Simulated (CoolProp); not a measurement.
R143a along the isobar 35.2 bar: density (kg/m³) from the reference equation and from simpler models built on Tc = 345.9 K, pc = 37.62 bar, ω = 0.261; each cubic takes its own stable root.

Model: reference Helmholtz-energy equation of state, Lemmon and Jacobsen 2000, in CoolProp.

| T (K) | phase | reference |
|---|---|---|
| 195 | liquid | 1254 |
| 227.6 | liquid | 1171 |
| 260.2 | liquid | 1080 |
| 292.8 | liquid | 972.1 |
| 325.3 | liquid | 818.4 |
| 357.9 | gas | 164.8 |
| 390.5 | gas | 121.9 |
| 423.1 | gas | 102.2 |
| 455.7 | gas | 89.59 |
| 488.2 | gas | 80.52 |

**Question.** How far does each simpler model (van der Waals, Redlich-Kwong, Peng-Robinson) lie from the reference over these 10 states: mean and median of the absolute difference, and the worst?

**Answer.** 
- van der Waals: mean 22.7 %, median 23.8 %, worst -43.7 % at 195 K and 35.2 bar
- Redlich-Kwong: mean 10.6 %, median 10.0 %, worst -24.6 % at 325.3 K and 35.2 bar
- Peng-Robinson: mean 3.2 %, median 2.3 %, worst -11.4 % at 325.3 K and 35.2 bar
